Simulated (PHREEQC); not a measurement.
Solution (82 °C): 37 mmol/kgw NH3, 0.12 mmol/kgw CO2 and 6.4 mmol/kgw K3PO4. Closed to the air; pH follows from the charge balance.

Equilibrium calculation in PHREEQC: ion-association model, phreeqc.dat.

Each row changes one thing in this solution. This is a speciation only: nothing precipitates in the calculation.

```
case                                      pH  ionic strength (mol/kgw)  HPO4-2 (mol/kgw)  PO4-3 (mol/kgw)  NH4+ (mol/kgw)  KHPO4- (mol/kgw)
--------------------------------  ----------  ------------------------  ----------------  ---------------  --------------  ----------------
as made                                10.25                    0.0262           0.00597         0.000312        0.000153          0.000112
diluted 5-fold with water         (withheld)                   0.00524           0.00126          1.01e-5        0.000111           6.68e-6
CO2 left out                           10.27                    0.0262           0.00596         0.000321        0.000148          0.000112
diluted 2-fold with water               9.99                (withheld)           0.00309          7.00e-5        0.000131           3.45e-5
NH3 from 0.037 to 0.0074 mol/kgw       10.25                    0.0261           0.00598         0.000306         3.11e-5          0.000112
0.00083 mol/kgw H3PO4 added            10.12                    0.0270        (withheld)         0.000267        0.000206        (withheld)
temperature from 82 to 10 °C           12.01                    0.0314           0.00352          0.00281      (withheld)           6.91e-5
```

What belongs in the gaps?


- diluted 5-fold with water, pH: 9.64
- diluted 2-fold with water, ionic strength (mol/kgw): 0.0130
- 0.00083 mol/kgw H3PO4 added, HPO4-2 (mol/kgw): 0.00683
- 0.00083 mol/kgw H3PO4 added, KHPO4- (mol/kgw): 0.000127
- temperature from 82 to 10 °C, NH4+ (mol/kgw): 0.000230

Away from 25 °C the constants follow the database's enthalpies or fits; those with neither stay at their 25 °C values.
